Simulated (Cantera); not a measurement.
# Equilibrium for carbothermic reduction: PbO + C + H₂

Charge: 1 mol PbO, 1.4 mol C, 5.2 mol H₂, at 2350 °C.

Method: chemical equilibrium by Gibbs-energy minimisation in Cantera with the NASA 1993 tables (ideal gas, pure condensed phases). Candidate condensed phases: C, C₆H₆, C₇H₈, C₈H₁₈, H₂O, Pb, PbO, PbO₂, Pb₃O₄; 113 gas species. Rates play no part.

At 0.0750 Torr nothing is condensed. From 0.315 Torr to 7500 Torr the condensed part is C(graphite). The main Pb-bearing gas is Pb throughout.

```json
[
 {"P (Pa)": "10", "log p H": "-4.10", "log p H₂": "-5.46", "log p CO": "-5.08", "log p Pb": "-5.08", "log p C₂H₂ (acetylene)": "-7.60", "n C(graphite)": "0"},
 {"P (Pa)": "42", "log p H": "-3.54", "log p H₂": "-4.32", "log p CO": "-4.43", "log p Pb": "-4.43", "log p C₂H₂ (acetylene)": "-6.07", "n C(graphite)": "0.0424"},
 {"P (Pa)": "180", "log p H": "-3.03", "log p H₂": "-3.31", "log p CO": "-3.73", "log p Pb": "-3.73", "log p C₂H₂ (acetylene)": "-5.06", "n C(graphite)": "0.231"},
 {"P (Pa)": "750", "log p H": "-2.62", "log p H₂": "-2.48", "log p CO": "-3.06", "log p Pb": "-3.06", "log p C₂H₂ (acetylene)": "-4.24", "n C(graphite)": "0.244"},
 {"P (Pa)": "3200", "log p H": "-2.25", "log p H₂": "-1.75", "log p CO": "-2.39", "log p Pb": "-2.39", "log p C₂H₂ (acetylene)": "-3.50", "n C(graphite)": "0.233"},
 {"P (Pa)": "13000", "log p H": "-1.92", "log p H₂": "-1.09", "log p CO": "-1.76", "log p Pb": "-1.76", "log p C₂H₂ (acetylene)": "-2.84", "n C(graphite)": "0.225"},
 {"P (Pa)": "56000", "log p H": "-1.59", "log p H₂": "-0.43", "log p CO": "-1.12", "log p Pb": "-1.12", "log p C₂H₂ (acetylene)": "-2.18", "n C(graphite)": "0.220"},
 {"P (Pa)": "240000", "log p H": "-1.27", "log p H₂": "0.22", "log p CO": "-0.48", "log p Pb": "-0.48", "log p C₂H₂ (acetylene)": "-1.53", "n C(graphite)": "0.217"},
 {"P (Pa)": "1000000", "log p H": "-0.95", "log p H₂": "0.84", "log p CO": "0.14", "log p Pb": "0.14", "log p C₂H₂ (acetylene)": "-0.91", "n C(graphite)": "0.211"}
]
```
log p: log10 of the partial pressure in bar; n: condensed amount in mol.
